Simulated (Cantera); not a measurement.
An adiabatic, constant-volume homogeneous reactor starts with CO : H2 : CH4 : O2 : N2 : H2O = 1 : 0.074 : 0.055 : 0.647 : 2.43 : 0.49 (molar parts), at 1800 K and 1.00 atm. Integrator tolerance rtol = 1e-08.

Cantera simulation using GRI-Mech 3.0 (53 species, 325 reactions); the numbers are that mechanism's predictions, not measurements.

Problem. What does this change do: 0.0074 parts C2H6 added?

Solution. 
| quantity | before | after |
|---|---|---|
| time of steepest temperature rise | 22.1 µs | 15.7 µs |
| temperature at 1.00 s | 2834 K | 2842 K |
| equilibrium temperature | 2834 K | 2842 K |
| x(CO) at 1.00 s | 0.0981 (gas-phase equilibrium 0.0981) | 0.103 (gas-phase equilibrium 0.103) |
| x(H2) at 1.00 s | 0.0124 (gas-phase equilibrium 0.0124) | 0.0135 (gas-phase equilibrium 0.0135) |
| x(CH4) at 1.00 s | <1e-12 (gas-phase equilibrium <1e-12) | <1e-12 (gas-phase equilibrium <1e-12) |
| x(CH3) at 1.00 s | <1e-12 (gas-phase equilibrium <1e-12) | <1e-12 (gas-phase equilibrium <1e-12) |
| x(NO) at 1.00 s | 0.0138 (gas-phase equilibrium 0.0138) | 0.0135 (gas-phase equilibrium 0.0135) |
| x(C2H) at 1.00 s | <1e-12 (gas-phase equilibrium <1e-12) | <1e-12 (gas-phase equilibrium <1e-12) |

Problem. What does this change do: O2 0.647 to 0.36 parts?

Solution. 
| quantity | before | after |
|---|---|---|
| time of steepest temperature rise | 22.1 µs | 33.8 µs |
| temperature at 1.00 s | 2834 K | 2736 K |
| equilibrium temperature | 2834 K | 2736 K |
| x(CO) at 1.00 s | 0.0981 (gas-phase equilibrium 0.0981) | 0.135 (gas-phase equilibrium 0.135) |
| x(H2) at 1.00 s | 0.0124 (gas-phase equilibrium 0.0124) | 0.0222 (gas-phase equilibrium 0.0222) |
| x(CH4) at 1.00 s | <1e-12 (gas-phase equilibrium <1e-12) | <1e-12 (gas-phase equilibrium <1e-12) |
| x(CH3) at 1.00 s | <1e-12 (gas-phase equilibrium <1e-12) | <1e-12 (gas-phase equilibrium <1e-12) |
| x(NO) at 1.00 s | 0.0138 (gas-phase equilibrium 0.0138) | 0.00496 (gas-phase equilibrium 0.00496) |
| x(C2H) at 1.00 s | <1e-12 (gas-phase equilibrium <1e-12) | <1e-12 (gas-phase equilibrium <1e-12) |
